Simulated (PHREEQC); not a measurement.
## Cooling-tower water (model solution)

Model water analysis in mg/L, 5 °C, pH 6.99, pe 12.4: Na 289; K 144; Ca 204; Mg 14.4; Cl 273; S(6) as SO4 584; Alkalinity as HCO3 454; N(5) as NO3 1.86; B 0.116.

Valence states are taken as typed.

Model: ion-association model, phreeqc.dat, run in PHREEQC.

No solid was allowed to form.

Predict the ionic strength, specific conductance, charge-balance error.

ionic strength 0.0349 mol/kgw; specific conductance 1570 µS/cm; charge-balance error 0.6 %.

In which forms is S present?

SO4-2 82 %, CaSO4 14 %, NaSO4- 2.3 %, MgSO4 1.5 %, KSO4- 0.7 % of the S.

Species that the database lacks are ignored. Constants without temperature data keep their 25 °C values here.
